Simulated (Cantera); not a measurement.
A perfectly stirred reactor is fed with CH4 : C2H6 : C3H8 : O2 : N2 : H2O = 1 : 0.15 : 1.2 : 15.2 : 57.2 : 0.12 (molar parts), equivalence ratio 0.56, at 3.20 bar; it is adiabatic with a 375 K inlet, and is followed from long to short residence time, starting on the burning branch (τ in s: 0.2, 0.087, 0.039, 0.017, 0.0077, 0.0034, 0.0015, 0.00068, 0.0003, 0.00013, 6e-05, 2.7e-05).

Cantera simulation using GRI-Mech 3.0 (53 species, 325 reactions); the numbers are that mechanism's predictions, not measurements. GRI-Mech 3.0 was tuned for natural gas; its chemistry of propane as a main component is partial and can be far from experiment.

One state of this run: T (K) = 1609; x CH4 = 8.71e-5; x C2H6 = 3.23e-6; x C3H8 = 2.58e-5; x HCO = 8.58e-7; x O2 = 0.0909; x C2H = 5.38e-9. x: mole fraction; the columns are a selection and need not sum to one.

Task: Which value of τ (s) does it belong to?
(A) 0.00068
(B) 0.017
(C) 0.039
(D) 0.0034

Result: A, 0.00068
